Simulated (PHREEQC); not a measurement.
Consider water at 25 °C with 0.013 mol ZnCl2, 0.014 mol H3BO3 and 0.027 mol FeSO4 per kg of water. Closed to the air; pH follows from the charge balance.

Equilibrium calculation in PHREEQC: ion-association model, wateq4f.dat.

```
Item                     Value
--------------  --------------
pH                        5.49
ionic strength  0.0981 mol/kgw
```

```
species     molality  activity   log γ
----------  --------  --------  ------
Cl-           0.0255    0.0195  -0.116
Fe+2          0.0193   0.00779  -0.395
SO4-2         0.0145   0.00545  -0.426
H3BO3         0.0140    0.0143   0.010
Zn+2         0.00817   0.00329  -0.395
FeSO4        0.00738   0.00755   0.010
ZnSO4        0.00411   0.00420   0.010
Zn(SO4)2-2  0.000496  0.000186  -0.427
FeCl+       0.000268  0.000210  -0.105
ZnCl+       0.000224  0.000173  -0.113
```

Precipitation was switched off in this run.
